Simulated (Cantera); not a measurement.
Charge: 1 mol FeCl2, 180 mol H2, equilibrated at 1825 °C.

Cantera equilibrium calculation (NASA polynomials, part measured and part estimated; ideal gas, pure solids and liquids). Candidate condensed phases: Fe, FeCl2, FeCl3; 11 gas species. Equilibrium is a limit: real reactors are often held back by kinetics, nucleation or transport.

x: gas mole fraction; n: condensed amount in mol.

| P (Pa) | x H2 | x H | x HCl | x Fe | x Cl | n Fe(l) |
|---|---|---|---|---|---|---|
| 0.100 | 0.0863 | 0.905 | 0.000687 | ___ | 0.00530 | 0 |
| 0.720 | 0.330 | 0.659 | 0.00297 | ___ | 0.00437 | 0 |
| 5.20 | 0.644 | 0.343 | 0.00653 | ___ | 0.00256 | 0 |
| 37 | 0.838 | 0.147 | 0.00902 | 0.00509 | 0.00116 | 0 |
| 270 | 0.927 | 0.0571 | 0.0102 | 0.00533 | 0.000462 | 0 |
| 1900 | 0.962 | 0.0219 | 0.0107 | 0.00542 | 0.000179 | 0 |
| 14000 | 0.976 | 0.00813 | 0.0107 | 0.00536 | 6.53e-5 | 0 |
| 100000 | 0.985 | 0.00306 | 0.0107 | ___ | 2.44e-5 | 0.783 |

Some entries are withheld; supply them.


- 0.100, x Fe: 0.00299
- 0.720, x Fe: 0.00367
- 5.20, x Fe: 0.00455
- 100000, x Fe: 0.00104
